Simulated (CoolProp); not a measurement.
Saturation properties of water.

Model: reference Helmholtz-energy equation of state, Wagner 2002, in CoolProp.

| T (°C) | p (kPa) | liquid density (kg/m³) | vapour density (kg/m³) | enthalpy of vaporisation (kJ/kg) | liquid conductivity (mW/(m K)) |
|---|---|---|---|---|---|
| 178.45 | 967.6 | 888.6 | 4.986 | 2020 | 672 |
| 181.95 | 1049 | 884.9 | 5.383 | 2007 | 670 |
| 185.45 | 1135 | 881.1 | 5.806 | 1995 | 669 |
| 188.95 | 1227 | 877.2 | 6.255 | 1982 | 667 |
| 192.45 | 1324 | 873.3 | 6.732 | 1969 | 665 |
| 195.85 | 1424 | 869.5 | 7.223 | 1956 | 663 |
| 199.35 | 1534 | 865.4 | 7.758 | 1942 | 660 |
| 202.85 | 1650 | 861.3 | 8.325 | 1929 | 658 |
| 206.35 | 1772 | 857.1 | 8.925 | 1915 | 656 |
| 209.75 | 1898 | 853.0 | 9.542 | 1901 | 653 |
| 213.25 | 2035 | 848.7 | 10.21 | 1886 | 651 |
| 216.75 | 2179 | 844.3 | 10.92 | 1871 | 648 |

It boils at 100.0 °C under 1 atm.

Thermal conductivity comes from a separate model (Huber 2012).
